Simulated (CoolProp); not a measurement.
Vapour-liquid equilibrium of R134a (1) + methanol (2) at 0.0801 MPa; x and y are mole fractions of (1).

Values from CoolProp's multi-fluid Helmholtz-energy mixture model, Tillner-Roth 1994 and de Reuck 1993; pair parameters Bell 2016.

```csv
x,"bubble temperature, mixture model (K)","bubble temperature, Raoult's law (K)","y, mixture model","y, Raoult's law"
0.05,281.5,311.6,0.917,0.608
0.15,259.9,287.6,0.980,0.898
0.25,254.4,274.5,0.987,0.959
0.35,252.2,266.0,0.989,0.979
0.45,250.8,259.9,0.991,0.989
0.55,249.6,255.2,0.992,0.993
0.65,248.3,251.4,0.993,0.996
0.75,246.8,248.2,0.995,0.998
0.85,245.0,245.5,0.997,0.999
0.95,243.1,243.1,0.999,1.000
```

The largest gap from Raoult's law is -30.1 K in bubble temperature, at x = 0.05. No azeotrope shows between x = 0.05 and 0.95.

The pair parameters rest on a limited set of measurements; away from them the model extrapolates. With so large a gap from Raoult's law the liquid may split in two, which this calculation doesn't test in full.
